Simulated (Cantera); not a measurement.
A closed system holds: 1 mol SiHCl₃, 0.04 mol C₂H₄, 130 mol H₂, equilibrated at 2525 K and 35.0 mbar.

Equilibrium computed with Cantera from the NASA thermochemical tables; the gas is ideal and each condensed phase is pure. Candidate condensed phases: C, C₆H₆, C₇H₈, C₈H₁₈, Si, SiC; 109 gas species. The tables' values for SiCl are old estimates; treat these amounts as uncertain. Gases not in the tables: Si₂H₆ and higher silanes. Rates play no part.

Base state: H₂ 0.835, H 0.137, HCl 0.0187, Si 0.00645, Cl 0.00216, SiH 0.000281, C₂H₂ (acetylene) 0.000223, SiCl 9.82e-5 (mole fractions); condensed: gas only.

Q: What changes in the equilibrium state with this change: SiHCl₃ replaced by SiH₂Cl₂?

A: 
```csv
species,before,after
H₂,0.835,0.841
H,0.137,0.137
HCl,0.0187,0.0125
Cl,0.00216,0.00144
Si,0.00645,0.00650
SiCl₂,2.39e-5,1.06e-5
SiCl,9.82e-5,6.58e-5
```
